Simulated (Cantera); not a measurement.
An adiabatic, constant-volume homogeneous reactor starts with 15.2 % CH₄, 17.9 % O₂, 67.0 % N₂, equivalence ratio 1.7, at 1650 K and 2.20 bar.

Computed with Cantera and GRI-Mech 3.0 (53 species, 325 reactions).

**Question.** Predict: time of steepest temperature rise; temperature at 6.00 s; equilibrium temperature; x(O₂) at 6.00 s; x(HCN) at 6.00 s.

**Answer.** 
```json
{
 "time_of_steepest_temperature_rise": "0.181 ms",
 "temperature at 6.00 s": "2986 K",
 "equilibrium_temperature": "2986 K",
 "x(O₂) at 6.00 s": "0.000762 (gas-phase equilibrium 0.000762)",
 "x(HCN) at 6.00 s": "1.88e-7 (gas-phase equilibrium 1.88e-7)"
}
```
